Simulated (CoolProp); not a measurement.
Vapour-liquid equilibrium of R1234yf (1) + R1234ze(E) (2) at 0.00506 MPa; x and y are mole fractions of (1).

The numbers come from the multi-fluid Helmholtz-energy mixture model, Lemmon 2022 and Thol 2016; pair parameters Bell 2022 in CoolProp.

| x | bubble temperature, mixture model (°C) | bubble temperature, Raoult's law (°C) | y, mixture model | y, Raoult's law |
|---|---|---|---|---|
| 0.05 | -72.0 | -71.8 | 0.104 | 0.097 |
| 0.15 | -73.3 | -73.1 | 0.277 | 0.266 |
| 0.25 | -74.5 | -74.3 | 0.416 | 0.409 |
| 0.35 | -75.6 | -75.4 | 0.532 | 0.530 |
| 0.45 | -76.6 | -76.4 | 0.631 | 0.633 |
| 0.55 | -77.5 | -77.3 | 0.717 | 0.722 |
| 0.65 | -78.3 | -78.2 | 0.793 | 0.799 |
| 0.75 | -79.1 | -79.0 | 0.861 | 0.866 |
| 0.85 | -79.9 | -79.8 | 0.921 | 0.925 |
| 0.95 | -80.6 | -80.6 | 0.975 | 0.976 |

The largest gap from Raoult's law is -0.2 K in bubble temperature, at x = 0.25. No azeotrope shows between x = 0.05 and 0.95.

The pair parameters rest on a limited set of measurements; away from them the model extrapolates.
